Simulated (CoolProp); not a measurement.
Vapour-liquid equilibrium of CF4 (R14) (1) + CHF3 (R23) (2) at 0.251 MPa; x and y are mole fractions of (1).

Computed with CoolProp (multi-fluid Helmholtz-energy mixture model, Platzer 1990 and Penoncello 2003; pair parameters Bell 2016). This equation is an older, rougher fit; its heat capacities, sound speeds and derivatives of the liquid may be far off and weren't checked against measurements.

```
x      bubble temperature (°C)  y at the bubble point  dew temperature at overall composition x (°C)  liquid density (mol/L)
-----  -----------------------  ---------------------  ---------------------------------------------  ----------------------
0.05                     -82.7                  0.614                                            ___                     ___
0.125                    -98.1                  0.861                                          -67.5                   20.71
0.2                     -104.8                  0.919                                          -69.3                   20.61
0.275                   -107.9                  0.938                                          -71.3                   20.34
0.35                    -109.3                  0.947                                          -73.4                   20.00
0.425                   -110.1                  0.951                                          -75.7                   19.62
0.5                     -110.4                  0.953                                          -78.2                   19.25
0.575                   -110.6                  0.954                                          -81.1                   18.88
0.65                    -110.9                  0.956                                            ___                   18.53
0.725                   -111.2                  0.959                                          -88.2                   18.20
0.8                     -111.7                    ___                                            ___                     ___
0.875                   -112.3                  0.972                                            ___                   17.65
0.95                    -113.1                  0.986                                         -109.9                     ___
```

### Question
What belongs in the gaps?

### Answer

- 0.05, dew temperature at overall composition x (°C): -65.8
- 0.05, liquid density (mol/L): 20.36
- 0.65, dew temperature at overall composition x (°C): -84.3
- 0.8, y at the bubble point: 0.964
- 0.8, dew temperature at overall composition x (°C): -93.0
- 0.8, liquid density (mol/L): 17.91
- 0.875, dew temperature at overall composition x (°C): -99.5
- 0.95, liquid density (mol/L): 17.44

No azeotrope shows between x = 0.05 and 0.95.

Pair parameters are fitted to limited data, so mixtures are less certain than the pure fluids. With so large a gap from Raoult's law the liquid may split in two, which this calculation doesn't test in full.
